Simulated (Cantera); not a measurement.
Mixture: 4.00 % CH4, 0.761 % H2, 20.0 % O2, 75.3 % N2, equivalence ratio 0.42, at 1.38 atm, adiabatic and at constant volume. Ignition delay is the time to a rise of 400 K.

Model: GRI-Mech 3.0 (53 species, 325 reactions), integrated in Cantera.

**Question.** Predict: delay at 1248 K; delay at 1398 K; delay at 1548 K; delay at 1698 K; delay at 1848 K; apparent activation energy between 1773 and 1923 K.

**Answer.** 
```
Item                                                     Value
--------------------------------------------------  ----------
delay at 1248 K                                        2.61 ms
delay at 1398 K                                       0.673 ms
delay at 1548 K                                       0.224 ms
delay at 1698 K                                        92.0 µs
delay at 1848 K                                        43.1 µs
apparent activation energy between 1773 and 1923 K  130 kJ/mol
```
